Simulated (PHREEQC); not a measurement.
**Acid mine or pickling water: speciation**

Model water analysis in mg/L, 65 °C, pH 3.19, pe 10:

| constituent | mg/L |
|---|---|
| Na | 77.6 |
| K | 0.299 |
| Ca | 102 |
| Mg | 5.83 |
| Cl | 92 |
| S(6) as SO4 | 359 |
| B | 1.58 |
| P as PO4 | 4.75 |

Valence states are taken as typed.

Model: ion-association model, phreeqc.dat, run in PHREEQC.

| Quantity | Value |
|---|---|
| ionic strength | 0.0135 mol/kgw |
| specific conductance | 2420 µS/cm |
| total alkalinity | -1.06 meq/kg |
| charge-balance error | -0.7 % |

```
species  molality  activity   log γ
-------  --------  --------  ------
Na+       0.00334   0.00295  -0.054
SO4-2     0.00279   0.00170  -0.215
Cl-       0.00260   0.00228  -0.056
Ca+2      0.00205   0.00126  -0.213
H+       0.000720  0.000646  -0.047
CaSO4    0.000492  0.000494   0.001
HSO4-    0.000326  0.000287  -0.055
Mg+2     0.000149   9.21e-5  -0.209
H3BO3    0.000146  0.000147   0.001
MgSO4     9.07e-5   9.10e-5   0.001
H2PO4-    4.18e-5   3.70e-5  -0.053
```

Precipitation was switched off in this run. At this temperature some constants are extrapolated from 25 °C, and those without enthalpy data are left unchanged.
